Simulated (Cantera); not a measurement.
Input: 1 mol CHF3, 1.5 mol HCl, 0.075 mol H2, equilibrated at 2000 °C and 0.00750 Torr.

Method: chemical equilibrium by Gibbs-energy minimisation in Cantera with the NASA 1993 tables (ideal gas, pure condensed phases). Candidate condensed phases: C, C6H6, C7H8, C8H18; 118 gas species. Kinetics and transport are ignored.

**Question.** What is the equilibrium state?

**Answer.** 
- x(HF): 0.527
- x(Cl): 0.318
- x(F): 0.112
- x(H): 0.0363
- x(HCl): 0.00227
- x(CF): 0.00169
- x(C3): 0.00101
- x(C): 0.000538
- x(H2): 0.000187
- n(C(graphite)): 0.974 mol
- gas amount: 4.678 mol
